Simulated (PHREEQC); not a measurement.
Model water analysis in mmol/kgw, 25 °C, pH 7.26, pe 9.6:

| constituent | mmol/kgw |
|---|---|
| Na | 146 |
| K | 4.66 |
| Ca | 1.01 |
| Mg | 10.7 |
| Cl | 157 |
| S(6) | 6.01 |
| Alkalinity (meq/kgw) | 1.39 |
| Br | 0.0264 |
| B | 0.029 |

Valence states are taken as typed.

Computed with PHREEQC (ion-association model, wateq4f.dat).

This is a speciation only: nothing precipitates in the calculation.

Order these Ca species by the share of Ca that they hold, largest first: CaHCO3+, Ca+2, CaSO4.

Ca+2 (92 %), CaSO4 (7.1 %), CaHCO3+ (0.48 %)

The pH is 7.26 and the ionic strength 0.184 mol/kgw.
